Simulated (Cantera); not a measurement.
Cantera run:

```python
import numpy as np
import cantera as ct

gas_names = """
    B BH BH2 BH3 BN BO BO2 B2 B2O B2O2 B2O3 B3O3H3 H HBO HBO2 HNO HNO2 HNO3 HO2 H2 H2O H2O2 H3B3O6 N NH
    NH2 NH3 NH2OH NO NO2 NO3 N2 N2H2 N2H4 N2O O OH O2 O3
""".split()
cond_names = """
    B(b) B(L) BN(s) B2O3(L) B3O3H3(cr) H2O(s) H2O(L)
""".split()


def load(file, names, dense=False):
    # The tables refer to 1 bar. Condensed volumes are neglected.
    table = {s.name: s for s in ct.Species.list_from_file(file)}
    out = []
    for n in names:
        d = dict(table[n].input_data)
        d["thermo"] = dict(d["thermo"], **{"reference-pressure": 1e5})
        if dense:
            d["equation-of-state"] = {"model": "constant-volume", "density": "1e6 g/cm^3"}
        out.append(ct.Species.from_dict(d))
    return out


gas = ct.Solution(thermo="ideal-gas", species=load("nasa_gas.yaml", gas_names))
cond = {s.name: ct.Solution(thermo="fixed-stoichiometry", species=[s], name=s.name)
        for s in load("nasa_condensed.yaml", cond_names, dense=True)}
atoms = {
    'B2O3': {'B': 2, 'O': 3},
    'NH3': {'N': 1, 'H': 3},
    'N2': {'N': 2},
}
top_T = {'BN(s)': 3200}  # K; cautious upper limits of use, not melting points


def equilibrate(T, P, feed):
    n = {}
    for name, mol in feed.items():
        for a, k in atoms[name].items():
            n[a] = n.get(a, 0.0) + k * mol
    gas.TPX = T, P, n
    mass = sum(n.values()) * gas.mean_molecular_weight
    gas.equilibrate("TP")
    valid = [c for c in cond.values() if c.min_temp <= T <= top_T.get(c.name, c.max_temp)]
    mix = ct.Mixture([(gas, mass / gas.mean_molecular_weight)] + [(c, 0.0) for c in valid])
    mix.T, mix.P = T, P
    mix.equilibrate("TP", solver="vcs", rtol=1e-11, max_steps=5000)
    return mix


results = []
feed = {'B2O3': 1, 'NH3': 0.33, 'N2': 0.00043}  # mol
P = 13332.2  # Pa
for T in [2048, 2073, 2098, 2123, 2148, 2173, 2198, 2223, 2248, 2273, 2298, 2323, 2348]:
    mix = equilibrate(T, P, feed)
    results.append((T, P, feed, dict(zip(mix.species_names, mix.species_moles))))

top = {s: max(r[3][s] / sum(r[3][g] for g in gas_names) for r in results) for s in gas_names}
cols = sorted((s for s in top if top[s] > 0.001), key=lambda s: -top[s])[:8]
seen = [c for c in cond_names if any(r[3].get(c, 0) > 1e-12 for r in results)]
print("log10 of partial pressures in bar; condensed amounts in mol")
print(f"{'T/K':>10s}" + "".join(f"{s[:9]:>10s}" for s in cols + seen))
for T, P, feed, n in results:
    ng = sum(n[g] for g in gas_names)
    print(f"{T:10.4g}" + "".join(f"{np.log10(max(n[s] / ng * P / 1e5, 1e-99)):10.3f}" for s in cols)
          + "".join(f"{n.get(c, 0):10.4g}" for c in seen))
```

It prints:

```
log10 of partial pressures in bar; condensed amounts in mol
       T/K      B2O3        H2      HBO2        N2       HBO        BO      B2O2         H
      2048    -1.194    -1.555    -1.813    -1.879    -2.172    -2.902    -2.384    -3.428
      2073    -1.196    -1.560    -1.806    -1.880    -2.166    -2.834    -2.384    -3.360
      2098    -1.199    -1.564    -1.800    -1.880    -2.161    -2.768    -2.384    -3.294
      2123    -1.202    -1.569    -1.793    -1.881    -2.157    -2.705    -2.385    -3.229
      2148    -1.205    -1.573    -1.787    -1.882    -2.153    -2.643    -2.387    -3.167
      2173    -1.208    -1.578    -1.780    -1.882    -2.150    -2.583    -2.389    -3.106
      2198    -1.211    -1.584    -1.774    -1.883    -2.147    -2.525    -2.393    -3.046
      2223    -1.214    -1.589    -1.768    -1.884    -2.146    -2.468    -2.397    -2.988
      2248    -1.218    -1.595    -1.762    -1.885    -2.145    -2.414    -2.403    -2.931
      2273    -1.222    -1.601    -1.756    -1.886    -2.145    -2.361    -2.410    -2.876
      2298    -1.226    -1.607    -1.750    -1.888    -2.146    -2.311    -2.417    -2.822
      2323    -1.230    -1.614    -1.744    -1.889    -2.148    -2.261    -2.426    -2.770
      2348    -1.235    -1.621    -1.738    -1.891    -2.150    -2.214    -2.436    -2.719
```

These are equilibrium values from Cantera (NASA tables, ideal gas, pure condensed phases), not measurements of a reactor.
